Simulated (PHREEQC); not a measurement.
A solution holds 2 mmol/kgw CaSO4, 0.12 mmol/kgw CO2 and 0.00029 mmol/kgw H4SiO4, at 67 °C. Closed to the air; pH follows from the charge balance.

Computed with PHREEQC (ion-association model, phreeqc.dat).

The ionic strength comes out as 0.00673 mol/kgw. What activity coefficients do HSO4-, H+, Ca+2, HCO3-, SO4-2 get?

HSO4- 0.91, H+ 0.92, Ca+2 0.69, HCO3- 0.91, SO4-2 0.69.

Precipitation was switched off in this run. Constants without temperature data keep their 25 °C values here.
